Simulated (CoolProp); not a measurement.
Vapour-liquid equilibrium of n-hexane (1) + cyclohexane (2) at 407.7 K; x and y are mole fractions of (1).

The numbers come from the multi-fluid Helmholtz-energy mixture model, Thol 2019 and Zhou 2014; pair parameters Bell 2016 in CoolProp.

```csv
x,"bubble pressure, mixture model (kPa)","bubble pressure, Raoult's law (kPa)","y, mixture model","y, Raoult's law"
0.05,410.1,408.2,0.069,0.067
0.125,423.6,419.4,0.166,0.164
0.2,436.4,430.6,0.255,0.256
0.275,448.7,441.9,0.339,0.343
0.35,460.5,453.1,0.418,0.425
0.425,471.8,464.3,0.494,0.504
0.5,482.9,475.6,0.566,0.579
0.575,493.6,486.8,0.636,0.650
0.65,504.0,498.1,0.704,0.718
0.725,514.2,509.3,0.770,0.784
0.8,524.3,520.5,0.834,0.846
0.875,534.2,531.8,0.897,0.906
0.95,544.0,543.0,0.959,0.963
```

The largest gap from Raoult's law is +1.6 % in bubble pressure, at x = 0.35. No azeotrope shows between x = 0.05 and 0.95.

The pair parameters rest on a limited set of measurements; away from them the model extrapolates.
